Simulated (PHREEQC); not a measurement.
A solution holds 0.0079 mol HF, 0.00011 mol NH4HF2 and 4.1e-05 mol H2SiF6 per kg of water, at 25 °C. Closed to the air; pH follows from the charge balance.

Equilibrium calculation in PHREEQC: ion-association model, wateq4f.dat.

No solid was allowed to form.

Order these F species by the share of F that they hold, largest first: H2F2, HF, SiF6-2, HF2-, F-.

HF (69 %), F- (25 %), SiF6-2 (2.9 %), H2F2 (2.1 %), HF2- (1.1 %)

The pH is 2.70 and the ionic strength 0.00223 mol/kgw. SiF6-2 is the database's only silicon fluoride.
